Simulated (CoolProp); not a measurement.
A simple Rankine cycle with ammonia: condensing at 317.15 K, boiler at 9.75 MPa, turbine inlet 412 K, turbine efficiency 0.6, pump efficiency 0.7, no recuperator. Each further row changes one setting.

Values from CoolProp's reference Helmholtz-energy equation of state, Gao 2020.

| case | thermal efficiency (%) | net work (kJ/kg) | heat in (kJ/kg) | turbine exit temperature (K) | volume ratio over the turbine |
|---|---|---|---|---|---|
| as stated | 9.0 | 95.5 | 1060 | 317.2 | 5.37 |
| turbine inlet 432 K | 9.6 | 112 | 1170 | 317.2 | 4.85 |
| condensing temperature 309.15 K | 10.0 | 109 | 1100 | 309.1 | 6.65 |
| boiler pressure 6.82 MPa | 8.2 | 97.4 | 1190 | 320.6 | 3.43 |
| turbine efficiency 0.5 | 7.2 | 76.2 | 1060 | 317.2 | 5.47 |

The expansion ends wet for: as stated; turbine inlet 432 K; condensing temperature 309.15 K; turbine efficiency 0.5.
